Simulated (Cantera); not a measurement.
Charge: 1 mol SiO₂, 4.3 mol Cl₂, 1.1 mol O₂, 2.5 mol F₂, equilibrated at 748 K and 1.05 Torr.

These are equilibrium values from Cantera (NASA tables, ideal gas, pure condensed phases), not measurements of a reactor. Candidate condensed phases: Si, SiO₂; 26 gas species. Rates play no part.

### Question
What is the equilibrium state?

### Answer
```json
{
 "x(Cl₂)": "0.481",
 "x(O₂)": "0.266",
 "x(SiF₄)": "0.127",
 "x(ClF)": "0.127",
 "x(Cl)": "4.77e-5",
 "x(F)": "2.95e-6",
 "gas_amount": "7.900 mol",
 "log10 activity of Si(s) (absent)": "-85.32"
}
```
